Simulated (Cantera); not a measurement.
Feed: 1 mol Hg, 0.1 mol O2, 0.33 mol H2, equilibrated at 750 °C and 1.30 bar.

Equilibrium computed with Cantera from the NASA thermochemical tables; the gas is ideal and each condensed phase is pure. Candidate condensed phases: H2O, Hg, HgO; 10 gas species. The numbers say what is thermodynamically allowed, not how fast it happens.

Base state: Hg 0.752, H2O 0.150, H2 0.0977 (mole fractions); condensed: gas only.

Q: What changes in the equilibrium state with this change: O2 from 0.1 to 0.049 mol?

A: 
| species | before | after |
|---|---|---|
| Hg | 0.752 | 0.752 |
| H2 | 0.0977 | 0.174 |
| H2O | 0.150 | 0.0737 |
